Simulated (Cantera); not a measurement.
Charge: 1 mol CCl₄, 0.022 mol HCl, 0.2 mol H₂, 0.11 mol CH₄, equilibrated at 3.60 Pa.

These are equilibrium values from Cantera (NASA tables, ideal gas, pure condensed phases), not measurements of a reactor. Candidate condensed phases: C, C₆H₆, C₇H₈, C₈H₁₈; 91 gas species. Equilibrium is a limit: real reactors are often held back by kinetics, nucleation or transport. All values below are at 1975 K.

Base state: Cl 0.790, HCl 0.198, H 0.00976, H₂ 0.00183, Cl₂ 5.01e-5 (mole fractions); condensed: C(graphite).

Question: What changes in the equilibrium state with this change: CCl₄ replaced by CH₃Cl?

Answer: 
```
species            before     after
----------------  -------  --------
H₂                0.00183     0.473
HCl                 0.198     0.297
H                 0.00976     0.157
Cl                  0.790    0.0736
C₂H₂ (acetylene)  1.19e-6  0.000307
Cl₂               5.01e-5   4.34e-7
C(graphite), mol     1.11      1.11
```
